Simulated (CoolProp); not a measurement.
Saturation properties of R11 (Tc = 471.1 K, pc = 4.408 MPa, ω = 0.189).

Computed with CoolProp (reference Helmholtz-energy equation of state, Jacobsen 1992).

```tsv
T (K)	p (MPa)	vapour density (kg/m³)	enthalpy of vaporisation (kJ/kg)	surface tension (mN/m)	liquid viscosity (µPa s)
243.5	0.009375	0.6409	199.8	25.1	820
260.9	0.02308	1.482	194.0	22.7	652
278.3	0.04991	3.031	188.0	20.4	533
295.7	0.09723	5.633	181.8	18.1	444
313.1	0.1742	9.704	175.2	15.9	375
330.5	0.2912	15.75	168.1	13.8	319
347.9	0.4602	24.39	160.2	11.7	274
365.3	0.6938	36.43	151.4	9.65	235
382.7	1.006	52.97	141.4	7.71	201
400	1.407	75.45	129.9	5.88	171
417.4	1.919	106.8	116.1	4.14	143
```

It boils at 296.9 K under 1 atm.

Viscosity comes from a separate model (Klein 1997), an estimate that may be off by 10 % or more. Surface tension comes from a separate correlation (Mulero 2012).
